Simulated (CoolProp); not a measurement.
Saturation properties of tetradecamethylhexasiloxane (MD4M) (Tc = 653.2 K, pc = 0.8286 MPa, ω = 0.800).

Values from CoolProp's reference Helmholtz-energy equation of state, Thol 2019.

| T (K) | p (MPa) | vapour density (kg/m³) | enthalpy of vaporisation (kJ/kg) |
|---|---|---|---|
| 355.6 | 0.0001008 | ? | ? |
| 368.3 | 0.0002288 | 0.03433 | 150.8 |
| 380.9 | 0.0004790 | ? | ? |
| 393.5 | 0.0009395 | 0.1323 | ? |
| 406.2 | ? | 0.2387 | 138.7 |
| 418.8 | 0.003069 | ? | 134.8 |
| 431.4 | 0.005147 | 0.6673 | 130.8 |
| 444 | 0.008285 | 1.050 | 126.9 |
| 456.7 | 0.01290 | 1.601 | 122.9 |
| 469.3 | 0.01935 | 2.361 | ? |

Task: Complete the blanks.

Result: 
- 355.6, vapour density (kg/m³): 0.01566
- 355.6, enthalpy of vaporisation (kJ/kg): 155.0
- 380.9, vapour density (kg/m³): 0.06956
- 380.9, enthalpy of vaporisation (kJ/kg): 146.8
- 393.5, enthalpy of vaporisation (kJ/kg): 142.7
- 406.2, p (MPa): 0.001747
- 418.8, vapour density (kg/m³): 0.4080
- 469.3, enthalpy of vaporisation (kJ/kg): 118.9

It boils at 532.8 K under 1 atm.
